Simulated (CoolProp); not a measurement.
Water along the isobar 72500 kPa: Z from the reference equation and from simpler models built on Tc = 647.1 K, pc = 22060 kPa, ω = 0.344; each cubic takes its own stable root.

Computed with CoolProp (reference Helmholtz-energy equation of state, Wagner 2002).

```tsv
T (K)	phase	reference	van der Waals	Redlich-Kwong
465.9	liquid	0.3679	[?]	0.5278
471.4	liquid	0.3657	0.7353	0.5250
476.8	liquid	[?]	0.7302	0.5225
482.2	liquid	0.3616	0.7252	0.5200
487.6	liquid	0.3597	0.7204	0.5177
493.1	liquid	0.3578	0.7156	0.5155
498.5	liquid	0.3561	0.7111	0.5135
503.9	liquid	0.3545	0.7068	0.5116
509.4	liquid	0.3530	0.7025	0.5098
514.8	liquid	0.3516	0.6984	0.5081
520.2	liquid	0.3503	[?]	0.5066
525.6	liquid	0.3491	0.6907	0.5052
531.1	liquid	[?]	0.6870	0.5039
536.5	liquid	[?]	0.6835	0.5027
541.9	liquid	0.3460	0.6801	0.5017
547.4	liquid	[?]	0.6768	[?]
```

Problem. What belongs in the gaps?

Solution. 
- 465.9, van der Waals: 0.7407
- 476.8, reference: 0.3636
- 520.2, van der Waals: 0.6945
- 531.1, reference: 0.3479
- 536.5, reference: 0.3469
- 547.4, reference: 0.3452
- 547.4, Redlich-Kwong: 0.5007
